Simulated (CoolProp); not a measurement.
Methanol along the isobar 18.1 MPa: fugacity coefficient from the reference equation and from simpler models built on Tc = 513.4 K, pc = 8.216 MPa, ω = 0.565; each cubic takes its own stable root.

Values from CoolProp's reference Helmholtz-energy equation of state, de Reuck 1993.

```json
[
 {"T (K)": "209.9", "phase": "liquid", "reference": "1.583e-6", "van der Waals": "0.006024", "Redlich-Kwong": "6.523e-5", "Soave-Redlich-Kwong": "5.685e-7", "Peng-Robinson": "7.533e-7"},
 {"T (K)": "240.3", "phase": "liquid", "reference": "2.893e-5", "van der Waals": "0.01542", "Redlich-Kwong": "0.0006253", "Soave-Redlich-Kwong": "1.679e-5", "Peng-Robinson": "___"},
 {"T (K)": "270.7", "phase": "liquid", "reference": "0.0002606", "van der Waals": "0.03180", "Redlich-Kwong": "0.003176", "Soave-Redlich-Kwong": "0.0002037", "Peng-Robinson": "0.0002219"},
 {"T (K)": "301.1", "phase": "liquid", "reference": "0.001438", "van der Waals": "0.05639", "Redlich-Kwong": "0.01064", "Soave-Redlich-Kwong": "0.001349", "Peng-Robinson": "0.001395"},
 {"T (K)": "331.5", "phase": "liquid", "reference": "0.005565", "van der Waals": "0.08960", "Redlich-Kwong": "0.02679", "Soave-Redlich-Kwong": "0.005821", "Peng-Robinson": "0.005808"},
 {"T (K)": "361.9", "phase": "liquid", "reference": "0.01651", "van der Waals": "0.1311", "Redlich-Kwong": "___", "Soave-Redlich-Kwong": "0.01834", "Peng-Robinson": "0.01788"},
 {"T (K)": "392.3", "phase": "liquid", "reference": "0.03991", "van der Waals": "0.1799", "Redlich-Kwong": "0.09745", "Soave-Redlich-Kwong": "0.04561", "Peng-Robinson": "0.04379"},
 {"T (K)": "422.7", "phase": "liquid", "reference": "0.08196", "van der Waals": "___", "Redlich-Kwong": "0.1540", "Soave-Redlich-Kwong": "0.09437", "Peng-Robinson": "0.08977"}
]
```

### Question
Fill in the missing entries.

### Answer

- 240.3, Peng-Robinson: 1.978e-5
- 361.9, Redlich-Kwong: 0.05507
- 422.7, van der Waals: 0.2348
